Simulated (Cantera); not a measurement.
C₂F₆ + H₂ (fluorocarbon and chlorocarbon gases)

Input: 1 mol C₂F₆, 0.084 mol H₂, equilibrated at 0.100 bar.

Cantera equilibrium calculation (NASA polynomials, part measured and part estimated; ideal gas, pure solids and liquids). Candidate condensed phases: C, C₆H₆, C₇H₈, C₈H₁₈; 95 gas species. The feed counts by its element totals alone. Gases not in the tables: C₂F₆ and larger saturated fluorocarbons. Equilibrium is a limit: real reactors are often held back by kinetics, nucleation or transport.

```tsv
T (K)	x CF₄	x HF	x CF₂	x F	x CF₃	x CF	x C₂F₄	x CHF₃	n C(graphite)
1300	0.897	0.103	4.04e-6	2.18e-7	3.12e-6	4.45e-12	6.83e-10	8.01e-7	0.542
1400	0.897	0.103	2.58e-5	1.76e-6	1.40e-5	1.10e-10	4.26e-9	1.06e-6	0.542
1500	0.896	0.103	0.000128	1.08e-5	5.14e-5	1.78e-9	2.08e-8	1.36e-6	0.542
1600	0.896	0.103	0.000518	5.27e-5	0.000160	2.02e-8	8.34e-8	1.69e-6	0.542
1700	0.894	0.103	0.00177	0.000214	0.000434	1.71e-7	2.83e-7	2.05e-6	0.540
1800	0.890	0.103	0.00525	0.000742	0.00105	1.14e-6	8.37e-7	2.43e-6	0.538
1900	0.879	0.102	0.0138	0.00226	0.00230	6.22e-6	2.19e-6	2.80e-6	0.531
2000	0.856	0.101	0.0326	0.00611	0.00459	2.84e-5	5.11e-6	3.14e-6	0.515
```
x: gas mole fraction; n: condensed amount in mol.

From 1300 K to 2000 K the condensed part is C(graphite). The main C-bearing gas is CF₄ throughout.
